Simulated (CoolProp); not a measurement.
Saturated liquid density (kg/m³) of nitrous oxide: the reference equation beside estimates from Tc = 36.4 °C, pc = 72.45 bar, ω = 0.161. Rackett uses Z = 0.29056 − 0.08775 ω.

The numbers come from the reference Helmholtz-energy equation of state, Lemmon 2006 in CoolProp. It is a short technical equation, of lower accuracy than the large ones.

| T (°C) | reference | Rackett | Peng-Robinson |
|---|---|---|---|
| -33.65 | 1052 | 1039 | 1093 |
| -31.05 | 1042 | 1030 | 1081 |
| -28.45 | 1032 | 1020 | 1068 |
| -25.95 | 1022 | 1011 | 1056 |
| -23.35 | 1012 | 1001 | 1042 |
| -20.75 | 1001 | 991.1 | 1029 |
| -18.15 | 990.4 | 980.8 | 1015 |
| -15.65 | 979.8 | 970.6 | 1001 |
| -13.05 | 968.5 | 959.8 | 986.0 |
| -10.45 | 957.0 | 948.6 | 970.6 |
| -7.85 | 945.1 | 937.2 | 954.6 |
| -5.35 | 933.4 | 925.9 | 938.7 |
| -2.75 | 920.8 | 913.7 | 921.5 |
| -0.15 | 907.8 | 901.1 | 903.7 |

Absolute difference from the reference over all 14 rows, mean and median: Rackett 1.0 and 1.0 %, Peng-Robinson 2.2 and 2.3 %.
